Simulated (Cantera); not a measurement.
Charge: 1 mol Fe, 2 mol CO, 84 mol N₂, a varied amount of H₂S, at 1025 °C and 0.120 Torr.

These are equilibrium values from Cantera (NASA tables, ideal gas, pure condensed phases), not measurements of a reactor. Candidate condensed phases: C, C₆H₆, C₇H₈, C₈H₁₈, Fe, Fe(CO)₅, FeO, Fe(OH)₂, Fe(OH)₃, FeS, FeSO₄, FeS₂, Fe₂O₃, Fe₂(SO₄)₃, Fe₃O₄, H₂O, H₂SO₄, S; 154 gas species. Metal and sulfide melt together well below either melting point, which pure phases cannot show. Mutual solubility and eutectic melting of coexisting phases are not modelled. FeS: taken at fixed stoichiometry. Gases not in the tables: S₃ to S₇. Rates play no part.

x: gas mole fraction; n: condensed amount in mol.

```csv
n(H₂S) (mol),x N₂,x CO,x H₂,x S₂,x H₂S,x SH,x S,n Fe(γ),n FeS(s)
0.05,0.976,0.0232,0.000577,…,1.39e-6,2.60e-6,3.63e-6,0.999,0
0.093,0.975,0.0232,0.00107,…,3.51e-6,4.84e-6,4.95e-6,0.999,0
0.17,0.974,0.0232,0.00196,…,8.67e-6,8.83e-6,6.69e-6,0.999,0
0.31,0.971,0.0231,0.00355,…,2.12e-5,1.61e-5,9.02e-6,0.999,0
0.58,0.968,0.0230,0.00662,0.00244,4.66e-5,2.58e-5,1.06e-5,0.852,0.148
1.1,0.962,0.0229,0.0125,0.00244,8.78e-5,3.54e-5,1.06e-5,0.339,0.661
2,0.949,0.0226,0.0223,…,0.000235,7.09e-5,1.59e-5,0,1.000
```

Task: What belongs in the gaps?

Result: 
- 0.05, x S₂: 0.000285
- 0.093, x S₂: 0.000531
- 0.17, x S₂: 0.000970
- 0.31, x S₂: 0.00176
- 2, x S₂: 0.00548
